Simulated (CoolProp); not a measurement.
Vapour-liquid equilibrium of hydrogen chloride (1) + n-butane (2) at 0.434 MPa; x and y are mole fractions of (1).

Computed with CoolProp (multi-fluid Helmholtz-energy mixture model, Thol 2018 and Bücker 2006; pair parameters Bell 2016).

Question: Give the bubble temperature and the first vapour's composition at x = 0.125, 0.35, 0.8. Is there an azeotrope?

Answer: x = 0.125: -13.5 °C, y = 0.863; x = 0.35: -42.5 °C, y = 0.971; x = 0.8: -50.9 °C, y = 0.987. No azeotrope shows between x = 0.05 and 0.95.

The pair parameters rest on a limited set of measurements; away from them the model extrapolates. With so large a gap from Raoult's law the liquid may split in two, which this calculation doesn't test in full.
